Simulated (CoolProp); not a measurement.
Vapour-liquid equilibrium of methane (1) + ethane (2) at 158.5 K; x and y are mole fractions of (1).

Values from CoolProp's multi-fluid Helmholtz-energy mixture model, Setzmann 1991 and Bücker 2006; pair parameters Kunz 2012.

Q: Give the bubble pressure and the first vapour's composition at x = 0.15, 0.25, 0.85. Is there an azeotrope?

A: x = 0.15: 0.2713 MPa, y = 0.933; x = 0.25: 0.4257 MPa, y = 0.959; x = 0.85: 1.245 MPa, y = 0.994. No azeotrope shows between x = 0.05 and 0.95.

Pair parameters are fitted to limited data, so mixtures are less certain than the pure fluids. The gap from Raoult's law changes sign with composition, which may be real or a fault of the pair parameters; it wasn't checked against measurements.
